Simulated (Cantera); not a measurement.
An adiabatic, constant-pressure homogeneous reactor starts with CH₄ : O₂ : N₂ = 1 : 1.18 : 4.42 (molar parts), at 1823 K and 5.00 bar. Integrator tolerance rtol = 1e-08.

Computed with Cantera and GRI-Mech 3.0 (53 species, 325 reactions).

Task: What does this change do: CH4 1 to 2.1 parts?

Result: 
| quantity | before | after |
|---|---|---|
| time of steepest temperature rise | 27.7 µs | 34.9 µs |
| temperature at 0.300 s | 2908 K | 2144 K |
| equilibrium temperature | 2908 K | 2144 K |
| x(CH₄) at 0.300 s | 1.67e-11 (gas-phase equilibrium 1.91e-11) | 2.41e-7 (gas-phase equilibrium 2.23e-7) |
| x(O₂) at 0.300 s | 0.000426 (gas-phase equilibrium 0.000426) | 4.57e-10 (gas-phase equilibrium 4.54e-10) |
| x(C₂H₆) at 0.300 s | <1e-12 (gas-phase equilibrium <1e-12) | <1e-12 (gas-phase equilibrium <1e-12) |
| x(NO) at 0.300 s | 0.00166 (gas-phase equilibrium 0.00166) | 2.17e-6 (gas-phase equilibrium 3.74e-7) |
| x(C₂H) at 0.300 s | <1e-12 (gas-phase equilibrium <1e-12) | <1e-12 (gas-phase equilibrium <1e-12) |
| x(HO₂) at 0.300 s | 6.19e-7 (gas-phase equilibrium 6.19e-7) | 1.09e-12 (gas-phase equilibrium 1.08e-12) |
| x(NO₂) at 0.300 s | 1.03e-7 (gas-phase equilibrium 1.03e-7) | <1e-12 (gas-phase equilibrium <1e-12) |

Task: What does this change do: initial temperature 1823 to 1675 K?

Result: 
```tsv
quantity	before	after
time of steepest temperature rise	27.7 µs	84.9 µs
temperature at 0.300 s	2908 K	2817 K
equilibrium temperature	2908 K	2817 K
x(CH₄) at 0.300 s	1.67e-11 (gas-phase equilibrium 1.91e-11)	2.21e-11 (gas-phase equilibrium 2.51e-11)
x(O₂) at 0.300 s	0.000426 (gas-phase equilibrium 0.000426)	0.000224 (gas-phase equilibrium 0.000224)
x(C₂H₆) at 0.300 s	<1e-12 (gas-phase equilibrium <1e-12)	<1e-12 (gas-phase equilibrium <1e-12)
x(NO) at 0.300 s	0.00166 (gas-phase equilibrium 0.00166)	0.00107 (gas-phase equilibrium 0.00107)
x(C₂H) at 0.300 s	<1e-12 (gas-phase equilibrium <1e-12)	<1e-12 (gas-phase equilibrium <1e-12)
x(HO₂) at 0.300 s	6.19e-7 (gas-phase equilibrium 6.19e-7)	3.24e-7 (gas-phase equilibrium 3.24e-7)
x(NO₂) at 0.300 s	1.03e-7 (gas-phase equilibrium 1.03e-7)	5.18e-8 (gas-phase equilibrium 5.18e-8)
```
